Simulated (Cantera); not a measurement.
Charge: 1 mol Al, 270 mol NH3, 3 mol H2, at 1152 °C and 98.0 Pa.

Method: chemical equilibrium by Gibbs-energy minimisation in Cantera with the NASA 1993 tables (ideal gas, pure condensed phases). Candidate condensed phases: Al, AlN; 13 gas species. The numbers say what is thermodynamically allowed, not how fast it happens.

Base state: H2 0.752, N2 0.248, H 0.000189 (mole fractions); condensed: AlN(s).

Q: What changes in the equilibrium state with this change: temperature from 1152 °C to 1625 °C?

A: 
| species | before | after |
|---|---|---|
| H2 | 0.752 | 0.731 |
| N2 | 0.248 | 0.246 |
| H | 0.000189 | 0.0214 |
| Al | 2.75e-7 | 0.00180 |
| AlH | 1.22e-8 | 1.71e-5 |
| AlN(s), mol | 1.000 | 0 |
